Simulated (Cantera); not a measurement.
An adiabatic, constant-volume homogeneous reactor starts with 11.9 % CH4, 4.20 % CO, 16.1 % O2, 60.7 % N2, 7.00 % H2O, equivalence ratio 1.6, at 1748 K and 7.30 bar.

Model: GRI-Mech 3.0 (53 species, 325 reactions), integrated in Cantera. Above 3000 K some thermodynamic fits are extrapolated.

x: mole fraction; the columns are a selection and need not sum to one.

| t (s) | T (K) | P (bar) | x CH4 | x CO | x O2 | x CO2 | x O | x NO |
|---|---|---|---|---|---|---|---|---|
| 4.00e-6 | 1747 | 7.30 | 0.119 | 0.0420 | 0.161 | 1.83e-5 | (withheld) | 3.42e-12 |
| 8.66e-6 | 1749 | 7.30 | 0.118 | 0.0420 | 0.161 | 6.19e-5 | (withheld) | 1.48e-11 |
| 1.88e-5 | 1763 | 7.37 | 0.113 | 0.0424 | 0.158 | 0.000290 | (withheld) | 8.97e-11 |
| 4.06e-5 | 3074 | 14.1 | 1.96e-11 | 0.109 | 0.00178 | 0.0376 | (withheld) | 0.000485 |
| 8.80e-5 | 3072 | 14.1 | 2.29e-11 | 0.110 | 0.00152 | 0.0373 | 0.00151 | 0.00262 |
| 0.000191 | 3067 | 14.0 | 2.36e-11 | 0.110 | 0.00146 | 0.0371 | 0.00145 | 0.00356 |
| 0.000413 | 3067 | 14.0 | 2.37e-11 | 0.110 | 0.00145 | 0.0371 | 0.00145 | 0.00361 |
| 0.000894 | 3067 | 14.0 | 2.37e-11 | 0.110 | 0.00145 | 0.0371 | 0.00145 | 0.00361 |
| 0.00194 | 3067 | 14.0 | 2.37e-11 | 0.110 | 0.00145 | 0.0371 | 0.00145 | 0.00361 |
| 0.00420 | 3067 | 14.0 | 2.37e-11 | 0.110 | 0.00145 | 0.0371 | 0.00145 | 0.00361 |
| 0.00909 | 3067 | 14.0 | 2.37e-11 | 0.110 | 0.00145 | 0.0371 | 0.00145 | 0.00361 |
| 0.0197 | 3067 | 14.0 | 2.37e-11 | 0.110 | 0.00145 | 0.0371 | 0.00145 | 0.00361 |
| 0.0426 | 3067 | 14.0 | 2.37e-11 | 0.110 | 0.00145 | 0.0371 | 0.00145 | 0.00361 |
| 0.0923 | 3067 | 14.0 | 2.37e-11 | 0.110 | 0.00145 | 0.0371 | 0.00145 | 0.00361 |
| 0.200 | 3067 | 14.0 | 2.37e-11 | 0.110 | 0.00145 | 0.0371 | 0.00145 | 0.00361 |

Some entries are withheld; supply them.


- 4.00e-6, x O: 5.68e-7
- 8.66e-6, x O: 1.21e-6
- 1.88e-5, x O: 3.12e-6
- 4.06e-5, x O: 0.00172
